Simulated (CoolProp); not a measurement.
Ethanol at 573.23 K and 0.498 MPa is throttled through a valve to 0.198 MPa with no heat exchange. Each further row changes one setting.

Computed with CoolProp (reference Helmholtz-energy equation of state, Schroeder 2014).

| case | temperature change (K) | final density (kg/m³) |
|---|---|---|
| as stated | ? | ? |
| outlet pressure 0.0594 MPa | -2.7 | 0.578 |
| outlet pressure 0.257 MPa | ? | 2.51 |

Task: Some entries are withheld; supply them.

Result: 
- as stated, temperature change (K): -1.9
- as stated, final density (kg/m³): 1.93
- outlet pressure 0.257 MPa, temperature change (K): -1.5
